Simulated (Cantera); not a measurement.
Input: 1 mol Al2O3, 2 mol HCl, 0.18 mol H2, equilibrated at 54000 Pa.

These are equilibrium values from Cantera (NASA tables, ideal gas, pure condensed phases), not measurements of a reactor. Candidate condensed phases: Al, AlCl3, Al2O3, H2O; 29 gas species. Condensed phases not in the tables: AlOCl. The numbers say what is thermodynamically allowed, not how fast it happens.

x: gas mole fraction; n: condensed amount in mol.

```json
[
 {"T (K)": "873", "x HCl": "0.917", "x H2": "0.0826", "x H2O": "(withheld)", "x AlCl3": "9.03e-5", "x Cl": "2.01e-10", "x H": "1.83e-11", "x AlCl2": "<1e-12", "n Al2O3(s)": "1.000"},
 {"T (K)": "973", "x HCl": "0.917", "x H2": "0.0826", "x H2O": "(withheld)", "x AlCl3": "0.000225", "x Cl": "4.42e-9", "x H": "4.23e-10", "x AlCl2": "2.82e-11", "n Al2O3(s)": "1.000"},
 {"T (K)": "1073", "x HCl": "0.916", "x H2": "0.0826", "x H2O": "(withheld)", "x AlCl3": "0.000468", "x Cl": "5.50e-8", "x H": "5.48e-9", "x AlCl2": "6.34e-10", "n Al2O3(s)": "0.999"},
 {"T (K)": "1173", "x HCl": "0.915", "x H2": "0.0826", "x H2O": "(withheld)", "x AlCl3": "0.000856", "x Cl": "4.47e-7", "x H": "4.61e-8", "x AlCl2": "8.26e-9", "n Al2O3(s)": "0.999"},
 {"T (K)": "1273", "x HCl": "0.914", "x H2": "0.0826", "x H2O": "(withheld)", "x AlCl3": "0.00142", "x Cl": "2.62e-6", "x H": "2.79e-7", "x AlCl2": "7.12e-8", "n Al2O3(s)": "0.998"},
 {"T (K)": "1373", "x HCl": "0.912", "x H2": "0.0827", "x H2O": "(withheld)", "x AlCl3": "0.00217", "x Cl": "1.19e-5", "x H": "1.30e-6", "x AlCl2": "4.44e-7", "n Al2O3(s)": "0.998"},
 {"T (K)": "1473", "x HCl": "0.909", "x H2": "0.0827", "x H2O": "(withheld)", "x AlCl3": "0.00311", "x Cl": "4.41e-5", "x H": "4.95e-6", "x AlCl2": "2.14e-6", "n Al2O3(s)": "0.997"}
]
```

Q: Fill in the missing entries.

A: 
- 873, x H2O: 0.000135
- 973, x H2O: 0.000337
- 1073, x H2O: 0.000702
- 1173, x H2O: 0.00128
- 1273, x H2O: 0.00212
- 1373, x H2O: 0.00325
- 1473, x H2O: 0.00467
